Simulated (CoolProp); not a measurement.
Vapour-liquid equilibrium of propane (1) + n-pentane (2) at 68.05 °C; x and y are mole fractions of (1).

Computed with CoolProp (multi-fluid Helmholtz-energy mixture model, Lemmon 2009 and Thol 2019; pair parameters Kunz 2012).

```csv
x,bubble pressure (bar),y at the bubble point,dew pressure at overall composition x (bar),liquid density (mol/L)
0.05,3.724,0.288,2.827,8.028
0.15,5.761,0.560,3.146,8.155
0.25,7.779,0.692,___,8.311
0.35,9.803,0.772,4.053,8.491
0.45,11.85,0.828,___,8.688
0.55,13.94,0.869,5.651,8.891
0.65,16.10,0.903,___,9.086
0.75,18.34,0.931,9.147,9.251
0.85,20.74,0.958,12.91,___
0.95,23.40,0.985,20.00,9.343
```

Q: Fill in the missing entries.

A: 
- 0.25, dew pressure at overall composition x (bar): 3.544
- 0.45, dew pressure at overall composition x (bar): 4.725
- 0.65, dew pressure at overall composition x (bar): 7.006
- 0.85, liquid density (mol/L): 9.354

No azeotrope shows between x = 0.05 and 0.95.

The pair parameters rest on a limited set of measurements; away from them the model extrapolates.
